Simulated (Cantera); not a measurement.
A freely propagating, adiabatic, planar premixed flame of CH4 : O2 : N2 = 1 : 2.78 : 10.4 (molar parts), equivalence ratio 0.72, unburnt at 400 K and 7.20 bar; mixture-averaged transport, grid criteria slope 0.08 and curve 0.16, no radiation.

Computed with Cantera and GRI-Mech 3.0 (53 species, 325 reactions). Burning velocities carry a grid error of a few per cent, more on coarse grids.

Predict: laminar burning velocity; thermal thickness; peak x(HO2); peak x(C2H2); peak x(CH2).


- laminar burning velocity: 14.2 cm/s
- thermal thickness: 0.165 mm
- peak x(HO2): 0.000170
- peak x(C2H2): 3.17e-5
- peak x(CH2): 5.19e-6
